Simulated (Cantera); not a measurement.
A freely propagating, adiabatic, planar premixed flame of CH4 : H2 : O2 : N2 = 1 : 0.94 : 1.76 : 6.63 (molar parts), unburnt at 550 K and 100000 Pa; mixture-averaged transport, grid criteria slope 0.08 and curve 0.16, no radiation.

Detailed kinetics in Cantera: GRI-Mech 3.0 (53 species, 325 reactions). Burning velocities carry a grid error of a few per cent, more on coarse grids.

x: mole fraction of selected species; z is measured from the peak of heat release.

```
z (mm)   T (K)  u (m/s)     x CH4    x H2      x O2     x CH3     x CO2  x CH2
-------  -----  -------  --------  ------  --------  --------  --------  -----
-1.03      550     1.20    0.0968  0.0907     0.170     <1e-8   4.10e-8  <1e-8
-0.684     553     1.20    0.0968  0.0902     0.170   9.84e-8   8.41e-7  <1e-8
-0.513     565     1.23    0.0964  0.0894     0.170   6.84e-7   7.84e-6  <1e-8
-0.342     642     1.40    0.0929  0.0877     0.167   1.24e-5  0.000130  <1e-8
-0.171    1062     2.33    0.0689  0.0852     0.136  0.000574   0.00211    [?]
-0.0855   1459     3.24    0.0411  0.0837    0.0958   0.00292   0.00582    [?]
0         1822     4.09    0.0136  0.0800    0.0488   0.00438    0.0119    [?]
0.0855    2011     4.54   0.00244  0.0738    0.0186   0.00185    0.0185    [?]
0.171     2075     4.68  0.000340  0.0696   0.00651  0.000400    0.0239    [?]
0.342     2104     4.74   8.20e-6  0.0684   0.00128   1.27e-5    0.0300    [?]
0.684     2124     4.77   3.27e-8  0.0696  0.000565   5.82e-8    0.0332  <1e-8
1.37      2147     4.82     <1e-8  0.0702  0.000379     <1e-8    0.0336  <1e-8
2.73      2174     4.87     <1e-8  0.0706  0.000213     <1e-8    0.0334  <1e-8
```

Problem. Some entries are withheld; supply them.

Solution. 
- -0.171, x CH2: 3.13e-7
- -0.0855, x CH2: 9.64e-6
- 0, x CH2: 7.25e-5
- 0.0855, x CH2: 7.89e-5
- 0.171, x CH2: 2.55e-5
- 0.342, x CH2: 1.11e-6
